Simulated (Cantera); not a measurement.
**Equilibrium for roasting and sulfation: FeS₂ + SO₃ + CO₂**

A closed system holds: 1 mol FeS₂, 4.5 mol SO₃, 7 mol CO₂, equilibrated at 1573.15 K and 1.00 bar.

Cantera equilibrium calculation (NASA polynomials, part measured and part estimated; ideal gas, pure solids and liquids). Candidate condensed phases: C, Fe, Fe(CO)₅, FeO, FeS, FeSO₄, FeS₂, Fe₂O₃, Fe₂(SO₄)₃, Fe₃O₄, S; 25 gas species. The tables' stoichiometric FeO is somewhat more stable than real wüstite, so its field is too wide. FeO: taken at fixed stoichiometry. Rates play no part.

- x(CO₂) = 0.494
- x(SO₂) = 0.476
- x(CO) = 0.0261
- x(SO) = 0.00196
- x(S₂) = 0.00195
- x(S₂O) = 0.000315
- x(COS) = 0.000101
- x(S) = 4.04e-6
- x(SO₃) = 3.28e-6
- n(FeO(s)) = 1.00 mol
- gas amount = 13.47 mol
- log10 activity of Fe(γ) (absent) = -2.09
- log10 activity of S(l) (absent) = -2.64
- log10 activity of C(graphite) (absent) = -6.30
